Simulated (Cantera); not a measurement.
An adiabatic, constant-pressure homogeneous reactor starts with CH₃OH : O₂ : N₂ = 1 : 0.652 : 2.45 (molar parts), at 1800 K and 26.0 bar. Integrator tolerance rtol = 1e-08.

Detailed kinetics in Cantera: GRI-Mech 3.0 (53 species, 325 reactions). GRI-Mech 3.0 was tuned for natural gas; its chemistry of methanol as a main component is partial and can be far from experiment. The pressure lies above the range GRI-Mech 3.0 was tuned for (to about 10 atm).

```json
[
 {"quantity": "time of steepest temperature rise", "before": "1.11 µs", "after": "6.03 µs"},
 {"quantity": "temperature at 1.00 s", "before": "2786 K", "after": "2595 K"},
 {"quantity": "equilibrium temperature", "before": "2786 K", "after": "2595 K"},
 {"quantity": "x(CH₃OH) at 1.00 s", "before": "2.49e-11 (gas-phase equilibrium 2.57e-11)", "after": "3.44e-11 (gas-phase equilibrium 3.54e-11)"},
 {"quantity": "x(O₂) at 1.00 s", "before": "2.93e-5 (gas-phase equilibrium 2.93e-5)", "after": "5.77e-6 (gas-phase equilibrium 5.77e-6)"},
 {"quantity": "x(CO₂) at 1.00 s", "before": "0.0294 (gas-phase equilibrium 0.0294)", "after": "0.0310 (gas-phase equilibrium 0.0310)"},
 {"quantity": "x(C₂H₂) at 1.00 s", "before": "6.59e-12 (gas-phase equilibrium 7.25e-12)", "after": "7.57e-12 (gas-phase equilibrium 8.35e-12)"},
 {"quantity": "x(H₂O) at 1.00 s", "before": "0.206 (gas-phase equilibrium 0.206)", "after": "0.207 (gas-phase equilibrium 0.207)"},
 {"quantity": "x(HCN) at 1.00 s", "before": "1.63e-6 (gas-phase equilibrium 1.63e-6)", "after": "1.66e-6 (gas-phase equilibrium 1.66e-6)"}
]
```

Which change was made?
A. initial temperature 1800 to 1573 K
B. pressure from 26.0 bar to 0.580 bar
C. initial temperature 1800 to 1000 K
D. constant volume in place of constant pressure

A, initial temperature 1800 to 1573 K
